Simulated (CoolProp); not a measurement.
Vapour pressure (kPa) of methanol: the reference equation beside estimates from Tc = 240.2 °C, pc = 8216 kPa, ω = 0.565.

Model: reference Helmholtz-energy equation of state, de Reuck 1993, in CoolProp.

| T (°C) | reference | Lee-Kesler | Peng-Robinson |
|---|---|---|---|
| 106.05 | 426.5 | 432.1 | 435.6 |
| 120.15 | [?] | [?] | 659.4 |
| 134.25 | 941.2 | [?] | 965.2 |
| 148.35 | 1339 | [?] | 1372 |
| 162.55 | 1864 | 1894 | 1906 |
| 176.65 | 2533 | 2562 | [?] |
| 190.75 | 3372 | 3398 | 3430 |
| 204.95 | 4415 | 4443 | 4487 |

Question: Fill in the missing entries.

Answer: 
- 120.15, reference: 643.5
- 120.15, Lee-Kesler: 656.2
- 134.25, Lee-Kesler: 961.5
- 148.35, Lee-Kesler: 1366
- 176.65, Peng-Robinson: 2582

Absolute difference from the reference over all 8 rows, mean and median: Lee-Kesler 1.5 and 1.5 %, Peng-Robinson 2.1 and 2.2 %.
